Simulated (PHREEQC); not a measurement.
Make-up at 20 °C: 0.032 mol CdCl2 and 0.0025 mol CaCl2 per kg of water. Closed to the air; pH follows from the charge balance.

Equilibrium calculation in PHREEQC: ion-association model, wateq4f.dat.

Each row changes one thing in this solution. This is a speciation only: nothing precipitates in the calculation.

```json
[
 {"case": "as made", "pH": "5.64", "ionic strength (mol/kgw)": "0.0581", "Cl- (mol/kgw)": "0.0451"},
 {"case": "CaCl2 from 0.0025 to 0.0005 mol/kgw", "pH": "5.64", "ionic strength (mol/kgw)": "0.0531", "Cl- (mol/kgw)": "0.0417"},
 {"case": "CaCl2 left out", "pH": "5.64", "ionic strength (mol/kgw)": "0.0519", "Cl- (mol/kgw)": "0.0408"},
 {"case": "0.002 mol/kgw H4SiO4 added", "pH": "5.63", "ionic strength (mol/kgw)": "0.0581", "Cl- (mol/kgw)": "0.0451"},
 {"case": "CdCl2 left out", "pH": "7.07", "ionic strength (mol/kgw)": "0.00750", "Cl- (mol/kgw)": "0.00500"},
 {"case": "CdCl2 from 0.032 to 0.016 mol/kgw", "pH": "5.80", "ionic strength (mol/kgw)": "0.0364", "Cl- (mol/kgw)": "0.0271"},
 {"case": "diluted 10-fold with water", "pH": "6.21", "ionic strength (mol/kgw)": "0.00853", "Cl- (mol/kgw)": "0.00598"}
]
```

Complexes and solids missing from the database can't appear. Some of these states are supersaturated (in SiO2(a), Quartz (slow to form), for instance).
